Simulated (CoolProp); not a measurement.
The numbers come from the reference Helmholtz-energy equation of state, Gedanitz 2015 in CoolProp.

Problem. Give the vapour pressure (MPa), vapour Z, liquid conductivity (mW/(m K)) of saturated cyclopentane at 133.35 °C.

Solution. 
```json
[
 {"T (°C)": "133.35", "p (MPa)": "0.855", "vapour Z": "0.841", "liquid conductivity (mW/(m K))": "89.4"}
]
```

Thermal conductivity comes from a separate model (Vassiliou 2015).
